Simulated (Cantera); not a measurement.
Charge: 1 mol MgF2, 8.3 mol H2, 160 mol N2, held at 1427 °C and 32.0 Pa.

Method: chemical equilibrium by Gibbs-energy minimisation in Cantera with the NASA 1993 tables (ideal gas, pure condensed phases). Candidate condensed phases: Mg, MgF2; 28 gas species. The numbers say what is thermodynamically allowed, not how fast it happens.

Base state: N2 0.939, H2 0.0423, HF 0.0112, Mg 0.00549, H 0.00169, MgF2 0.000191, MgF 0.000183 (mole fractions); condensed: gas only.

Task: What changes in the equilibrium state with this change: MgF2 replaced by KCl?

Result: 
```
species    before    after
-------  --------  -------
N2          0.939    0.943
H2         0.0423   0.0473
KCl             0  0.00430
HF         0.0112        0
Mg        0.00549        0
K               0  0.00159
HCl             0  0.00155
MgF2     0.000191        0
MgF      0.000183        0
```
Further candidate phases: K, KCl, NH4Cl.
